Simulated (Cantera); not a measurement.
Input (Python, Cantera) and output of one run.

```python
import numpy as np
import cantera as ct

gas_names = """
    C CH CH2 CH3 CH2OH CH3O CH4 CH3OH CO CO2 COOH C2 C2H CHCO,ketyl C2H2,acetylene C2H2,vinylidene
    CH2CO,ketene C2H3,vinyl CH3CO,acetyl C2H4 C2H4O,ethylen CH3CHO,ethanal CH3COOH (HCOOH)2 C2H5 C2H6
    CH3OCH3 C2H5OH C2O C3 C3H3,propargyl C3H4,allene C3H4,propyne C3H4,cyclo- C3H5,allyl C3H6,propylene
    C3H6,cyclo- C3H6O C3H7,n-propyl C3H7,i-propyl C3H8 C3H8O,1propanol C3H8O,2propanol C3O2 C4 C4H2
    C4H4,1,3-cyclo- C4H6,butadiene C4H6,2-butyne C4H6,cyclo- C4H8,1-butene C4H8,cis2-buten
    C4H8,tr2-butene C4H8,isobutene C4H8,cyclo- (CH3COOH)2 C4H9,n-butyl C4H9,i-butyl C4H9,s-butyl
    C4H9,t-butyl C4H10,isobutane C4H10,n-butane C5 C5H6,1,3cyclo- C5H8,cyclo- C5H10,1-pentene
    C5H10,cyclo- C5H11,pentyl C5H11,t-pentyl C5H12,n-pentane C5H12,i-pentane CH3C(CH3)2CH3 C6H2
    C6H5,phenyl C6H5O,phenoxy C6H6 C6H5OH,phenol C6H10,cyclo- C6H12,1-hexene C6H12,cyclo- C6H13,n-hexyl
    C7H7,benzyl C7H8 C7H8O,cresol C7H14,1-heptene C7H15,n-heptyl C7H16,n-heptane C8H8,styrene
    C8H10,ethylbenz C8H16,1-octene C8H17,n-octyl C8H18,isooctane C8H18,n-octane C9H19,n-nonyl
    C10H8,naphthale C10H21,n-decyl C12H9,o-bipheny C12H10,bipheny H HCO HO2 H2 HCHO,formaldehy HCOOH H2O
    H2O2 O OH O2 O3
""".split()
cond_names = """
    C(gr) C6H6(L) C7H8(L) C8H18(L),n-octa H2O(s) H2O(L)
""".split()


def load(file, names, dense=False):
    # The tables refer to 1 bar. Condensed volumes are neglected.
    table = {s.name: s for s in ct.Species.list_from_file(file)}
    out = []
    for n in names:
        d = dict(table[n].input_data)
        d["thermo"] = dict(d["thermo"], **{"reference-pressure": 1e5})
        if dense:
            d["equation-of-state"] = {"model": "constant-volume", "density": "1e6 g/cm^3"}
        out.append(ct.Species.from_dict(d))
    return out


gas = ct.Solution(thermo="ideal-gas", species=load("nasa_gas.yaml", gas_names))
cond = {s.name: ct.Solution(thermo="fixed-stoichiometry", species=[s], name=s.name)
        for s in load("nasa_condensed.yaml", cond_names, dense=True)}
atoms = {
    'CH3OH': {'C': 1, 'H': 4, 'O': 1},
    'CO2': {'C': 1, 'O': 2},
}
top_T = {'C(gr)': 4500}  # K; cautious upper limits of use, not melting points


def equilibrate(T, P, feed):
    n = {}
    for name, mol in feed.items():
        for a, k in atoms[name].items():
            n[a] = n.get(a, 0.0) + k * mol
    gas.TPX = T, P, n
    mass = sum(n.values()) * gas.mean_molecular_weight
    gas.equilibrate("TP")
    valid = [c for c in cond.values() if c.min_temp <= T <= top_T.get(c.name, c.max_temp)]
    mix = ct.Mixture([(gas, mass / gas.mean_molecular_weight)] + [(c, 0.0) for c in valid])
    mix.T, mix.P = T, P
    mix.equilibrate("TP", solver="vcs", rtol=1e-11, max_steps=5000)
    return mix


results = []
T = 1525  # K
P = 13332.2  # Pa
for m in [0.081, 0.11, 0.16, 0.22, 0.31, 0.43, 0.6, 0.84, 1.2, 1.6, 2.3, 3.2, 4.4]:
    feed = {'CH3OH': 1, 'CO2': m}  # mol
    mix = equilibrate(T, P, feed)
    results.append((T, P, feed, dict(zip(mix.species_names, mix.species_moles))))
    x = sorted(zip(gas.X, gas.species_names), reverse=True)
    print(f"T = {T:g} K  P = {P:g} Pa  n(CO2) = {m:g} mol  gas = {mix.phase_moles(0):.4g} mol")
    print("   x: " + "  ".join(f"{s} {v:.3e}" for v, s in x if v > 0.001))
    print("   condensed (mol): " + ("  ".join(f"{mix.phase(i).name} {mix.phase_moles(i):.4g}"
          for i in range(1, mix.n_phases) if mix.phase_moles(i) > 1e-12) or "none"))
```

Output:

```
T = 1525 K  P = 13332.2 Pa  n(CO2) = 0.081 mol  gas = 3.081 mol
   x: H2 6.273e-01  CO 3.464e-01  H2O 2.182e-02  CO2 4.474e-03
   condensed (mol): none
T = 1525 K  P = 13332.2 Pa  n(CO2) = 0.11 mol  gas = 3.11 mol
   x: H2 6.139e-01  CO 3.507e-01  H2O 2.918e-02  CO2 6.192e-03
   condensed (mol): none
T = 1525 K  P = 13332.2 Pa  n(CO2) = 0.16 mol  gas = 3.16 mol
   x: H2 5.915e-01  CO 3.578e-01  H2O 4.134e-02  CO2 9.288e-03
   condensed (mol): none
T = 1525 K  P = 13332.2 Pa  n(CO2) = 0.22 mol  gas = 3.22 mol
   x: H2 5.660e-01  CO 3.657e-01  H2O 5.510e-02  CO2 1.322e-02
   condensed (mol): none
T = 1525 K  P = 13332.2 Pa  n(CO2) = 0.31 mol  gas = 3.31 mol
   x: H2 5.301e-01  CO 3.762e-01  H2O 7.411e-02  CO2 1.954e-02
   condensed (mol): none
T = 1525 K  P = 13332.2 Pa  n(CO2) = 0.43 mol  gas = 3.43 mol
   x: H2 4.864e-01  CO 3.882e-01  H2O 9.669e-02  CO2 2.867e-02
   condensed (mol): none
T = 1525 K  P = 13332.2 Pa  n(CO2) = 0.6 mol  gas = 3.6 mol
   x: H2 4.317e-01  CO 4.016e-01  H2O 1.239e-01  CO2 4.280e-02
   condensed (mol): none
T = 1525 K  P = 13332.2 Pa  n(CO2) = 0.84 mol  gas = 3.84 mol
   x: CO 4.145e-01  H2 3.667e-01  H2O 1.541e-01  CO2 6.468e-02
   condensed (mol): none
T = 1525 K  P = 13332.2 Pa  n(CO2) = 1.2 mol  gas = 4.2 mol
   x: CO 4.235e-01  H2 2.908e-01  H2O 1.854e-01  CO2 1.003e-01
   condensed (mol): none
T = 1525 K  P = 13332.2 Pa  n(CO2) = 1.6 mol  gas = 4.6 mol
   x: CO 4.235e-01  H2 2.287e-01  H2O 2.061e-01  CO2 1.417e-01
   condensed (mol): none
T = 1525 K  P = 13332.2 Pa  n(CO2) = 2.3 mol  gas = 5.3 mol
   x: CO 4.091e-01  H2O 2.204e-01  CO2 2.135e-01  H2 1.569e-01
   condensed (mol): none
T = 1525 K  P = 13332.2 Pa  n(CO2) = 3.2 mol  gas = 6.2 mol
   x: CO 3.800e-01  CO2 2.974e-01  H2O 2.187e-01  H2 1.038e-01
   condensed (mol): none
T = 1525 K  P = 13332.2 Pa  n(CO2) = 4.4 mol  gas = 7.4 mol
   x: CO2 3.903e-01  CO 3.394e-01  H2O 2.043e-01  H2 6.598e-02
   condensed (mol): none
```

Equilibrium computed with Cantera from the NASA thermochemical tables; the gas is ideal and each condensed phase is pure.
